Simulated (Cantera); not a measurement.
Cantera run:

```python
import numpy as np
import cantera as ct

gas_names = """
    C CH CH2 CH3 CH4 C2 C2H C2H2,acetylene C2H2,vinylidene C2H3,vinyl C2H4 C2H5 C2H6 C3 C3H3,propargyl
    C3H4,allene C3H4,propyne C3H4,cyclo- C3H5,allyl C3H6,propylene C3H6,cyclo- C3H7,n-propyl
    C3H7,i-propyl C3H8 C4 C4H2 C4H4,1,3-cyclo- C4H6,butadiene C4H6,2-butyne C4H6,cyclo- C4H8,1-butene
    C4H8,cis2-buten C4H8,tr2-butene C4H8,isobutene C4H8,cyclo- C4H9,n-butyl C4H9,i-butyl C4H9,s-butyl
    C4H9,t-butyl C4H10,isobutane C4H10,n-butane C5 C5H6,1,3cyclo- C5H8,cyclo- C5H10,1-pentene
    C5H10,cyclo- C5H11,pentyl C5H11,t-pentyl C5H12,n-pentane C5H12,i-pentane CH3C(CH3)2CH3 C6H2
    C6H5,phenyl C6H6 C6H10,cyclo- C6H12,1-hexene C6H12,cyclo- C6H13,n-hexyl C7H7,benzyl C7H8
    C7H14,1-heptene C7H15,n-heptyl C7H16,n-heptane C8H8,styrene C8H10,ethylbenz C8H16,1-octene
    C8H17,n-octyl C8H18,isooctane C8H18,n-octane C9H19,n-nonyl C10H8,naphthale C10H21,n-decyl
    C12H9,o-bipheny C12H10,bipheny H H2 Si SiC SiC2 SiC4H12 SiH SiH2 SiH3 SiH4 Si2 Si2C Si3
""".split()
cond_names = """
    C(gr) C6H6(L) C7H8(L) C8H18(L),n-octa Si(cr) Si(L) SiC(b)
""".split()


def load(file, names, dense=False):
    # The tables refer to 1 bar. Condensed volumes are neglected.
    table = {s.name: s for s in ct.Species.list_from_file(file)}
    out = []
    for n in names:
        d = dict(table[n].input_data)
        d["thermo"] = dict(d["thermo"], **{"reference-pressure": 1e5})
        if dense:
            d["equation-of-state"] = {"model": "constant-volume", "density": "1e6 g/cm^3"}
        out.append(ct.Species.from_dict(d))
    return out


gas = ct.Solution(thermo="ideal-gas", species=load("nasa_gas.yaml", gas_names))
cond = {s.name: ct.Solution(thermo="fixed-stoichiometry", species=[s], name=s.name)
        for s in load("nasa_condensed.yaml", cond_names, dense=True)}
atoms = {
    'SiH4': {'Si': 1, 'H': 4},
    'C3H8': {'C': 3, 'H': 8},
    'H2': {'H': 2},
}
top_T = {'C(gr)': 4500, 'SiC(b)': 3050}  # K; cautious upper limits of use, not melting points


def equilibrate(T, P, feed):
    n = {}
    for name, mol in feed.items():
        for a, k in atoms[name].items():
            n[a] = n.get(a, 0.0) + k * mol
    gas.TPX = T, P, n
    mass = sum(n.values()) * gas.mean_molecular_weight
    gas.equilibrate("TP")
    valid = [c for c in cond.values() if c.min_temp <= T <= top_T.get(c.name, c.max_temp)]
    mix = ct.Mixture([(gas, mass / gas.mean_molecular_weight)] + [(c, 0.0) for c in valid])
    mix.T, mix.P = T, P
    mix.equilibrate("TP", solver="vcs", rtol=1e-11, max_steps=5000)
    return mix


results = []
feed = {'SiH4': 1, 'C3H8': 0.19, 'H2': 1.9}  # mol
P = 670  # Pa
for T in [1250, 1350, 1450, 1550, 1650, 1750, 1850, 1950, 2050]:
    mix = equilibrate(T, P, feed)
    results.append((T, P, feed, dict(zip(mix.species_names, mix.species_moles))))

top = {s: max(r[3][s] / sum(r[3][g] for g in gas_names) for r in results) for s in gas_names}
cols = sorted((s for s in top if top[s] > 1e-06), key=lambda s: -top[s])[:6]
seen = [c for c in cond_names if any(r[3].get(c, 0) > 1e-12 for r in results)]
print("log10 of partial pressures in bar; condensed amounts in mol")
print(f"{'T/K':>10s}" + "".join(f"{s[:9]:>10s}" for s in cols + seen))
for T, P, feed, n in results:
    ng = sum(n[g] for g in gas_names)
    print(f"{T:10.4g}" + "".join(f"{np.log10(max(n[s] / ng * P / 1e5, 1e-99)):10.3f}" for s in cols)
          + "".join(f"{n.get(c, 0):10.4g}" for c in seen))
```

Output:

```
log10 of partial pressures in bar; condensed amounts in mol
       T/K        H2         H        Si       SiH      Si2C      SiH2    Si(cr)     Si(L)    SiC(b)
      1250    -2.174    -7.403   -11.081   -11.125   -14.934    -9.678      0.43         0      0.57
      1350    -2.174    -6.710    -9.700    -9.983   -13.091    -8.931      0.43         0      0.57
      1450    -2.174    -6.111    -8.512    -9.000   -11.506    -8.288      0.43         0      0.57
      1550    -2.174    -5.589    -7.479    -8.146   -10.131    -7.728      0.43         0      0.57
      1650    -2.174    -5.129    -6.572    -7.398    -8.926    -7.237    0.4297         0      0.57
      1750    -2.175    -4.721    -5.824    -6.790    -7.916    -6.857         0    0.4287      0.57
      1850    -2.177    -4.357    -5.191    -6.283    -7.052    -6.552         0    0.4248    0.5699
      1950    -2.182    -4.032    -4.623    -5.830    -6.280    -6.282         0    0.4111    0.5696
      2050    -2.192    -3.740    -4.112    -5.426    -5.585    -6.045         0     0.368    0.5681
```

These are equilibrium values from Cantera (NASA tables, ideal gas, pure condensed phases), not measurements of a reactor. Mutual solubility and eutectic melting of coexisting phases are not modelled. Gases not in the tables: Si2H6 and higher silanes.
